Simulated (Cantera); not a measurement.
Premixed flame

A freely propagating, adiabatic, planar premixed flame of CH4 : C2H6 : O2 : N2 : H2O = 1 : 0.57 : 3.07 : 13.5 : 4.3 (molar parts), equivalence ratio 1.3, unburnt at 448 K and 0.270 bar; mixture-averaged transport, grid criteria slope 0.08 and curve 0.16, no radiation.

Computed with Cantera and GRI-Mech 3.0 (53 species, 325 reactions). Burning velocities carry a grid error of a few per cent, more on coarse grids.

| z (mm) | T (K) | u (m/s) | x CH4 | x C2H6 | x O2 | x H | x CH3 | x CO2 |
|---|---|---|---|---|---|---|---|---|
| -8.91 | 449 | 0.268 | 0.0443 | 0.0253 | 0.136 | <1e-8 | <1e-8 | 2.89e-6 |
| -5.94 | 455 | 0.273 | 0.0439 | 0.0252 | 0.135 | <1e-8 | <1e-8 | 2.19e-5 |
| -4.45 | 475 | 0.287 | 0.0431 | 0.0249 | 0.133 | <1e-8 | <1e-8 | 0.000116 |
| -2.97 | 579 | 0.353 | 0.0397 | 0.0236 | 0.125 | <1e-8 | 8.19e-8 | 0.000951 |
| -1.48 | 954 | 0.595 | 0.0280 | 0.0150 | 0.0907 | 1.25e-5 | 8.31e-5 | 0.00689 |
| -0.742 | 1263 | 0.798 | 0.0171 | 0.00574 | 0.0581 | 0.000185 | 0.000837 | 0.0150 |
| 0 | 1538 | 0.980 | 0.00524 | 0.000304 | 0.0238 | 0.00159 | 0.00135 | 0.0275 |
| 0.742 | 1654 | 1.05 | 0.000593 | 2.01e-6 | 0.00629 | 0.00369 | 0.000314 | 0.0401 |
| 1.48 | 1683 | 1.07 | 5.03e-5 | 1.57e-8 | 0.00162 | 0.00452 | 3.60e-5 | 0.0485 |
| 2.97 | 1698 | 1.07 | 8.64e-7 | <1e-8 | 0.000355 | 0.00435 | 7.74e-7 | 0.0551 |
| 5.94 | 1710 | 1.08 | <1e-8 | <1e-8 | 0.000192 | 0.00356 | <1e-8 | 0.0571 |
| 11.9 | 1722 | 1.09 | <1e-8 | <1e-8 | 0.000100 | 0.00255 | <1e-8 | 0.0571 |
| 23.8 | 1733 | 1.09 | <1e-8 | <1e-8 | 3.92e-5 | 0.00157 | <1e-8 | 0.0569 |
x: mole fraction of selected species; z is measured from the peak of heat release.

| Property | Value |
|---|---|
| laminar burning velocity | 26.7 cm/s |
| thermal thickness | 2.97 mm |
| peak x(H) | 0.00458 |
| peak x(CH3) | 0.00150 |
| grid points | 132 |
